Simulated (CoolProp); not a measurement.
Vapour-liquid equilibrium of p-xylene (1) + n-undecane (2) at 5.11 kPa; x and y are mole fractions of (1).

Model: multi-fluid Helmholtz-energy mixture model, Zhou 2012 and Aleksandrov 2011; pair parameters Bell 2016, in CoolProp.

```json
[
 {"x": "0.05", "bubble temperature, mixture model (°C)": "97.1", "bubble temperature, Raoult's law (°C)": "96.9", "y, mixture model": "0.273", "y, Raoult's law": "0.283"},
 {"x": "0.15", "bubble temperature, mixture model (°C)": "87.3", "bubble temperature, Raoult's law (°C)": "86.9", "y, mixture model": "0.586", "y, Raoult's law": "0.595"},
 {"x": "0.25", "bubble temperature, mixture model (°C)": "79.8", "bubble temperature, Raoult's law (°C)": "79.5", "y, mixture model": "0.745", "y, Raoult's law": "0.751"},
 {"x": "0.35", "bubble temperature, mixture model (°C)": "74.0", "bubble temperature, Raoult's law (°C)": "73.8", "y, mixture model": "0.836", "y, Raoult's law": "0.839"},
 {"x": "0.45", "bubble temperature, mixture model (°C)": "69.3", "bubble temperature, Raoult's law (°C)": "69.1", "y, mixture model": "0.892", "y, Raoult's law": "0.893"},
 {"x": "0.55", "bubble temperature, mixture model (°C)": "65.4", "bubble temperature, Raoult's law (°C)": "65.3", "y, mixture model": "0.928", "y, Raoult's law": "0.929"},
 {"x": "0.65", "bubble temperature, mixture model (°C)": "62.1", "bubble temperature, Raoult's law (°C)": "62.0", "y, mixture model": "0.954", "y, Raoult's law": "0.954"},
 {"x": "0.75", "bubble temperature, mixture model (°C)": "59.3", "bubble temperature, Raoult's law (°C)": "59.2", "y, mixture model": "0.972", "y, Raoult's law": "0.972"},
 {"x": "0.85", "bubble temperature, mixture model (°C)": "56.7", "bubble temperature, Raoult's law (°C)": "56.7", "y, mixture model": "0.986", "y, Raoult's law": "0.986"},
 {"x": "0.95", "bubble temperature, mixture model (°C)": "54.5", "bubble temperature, Raoult's law (°C)": "54.5", "y, mixture model": "0.996", "y, Raoult's law": "0.996"}
]
```

The largest gap from Raoult's law is +0.4 K in bubble temperature, at x = 0.15. No azeotrope shows between x = 0.05 and 0.95.

The pair parameters rest on a limited set of measurements; away from them the model extrapolates.
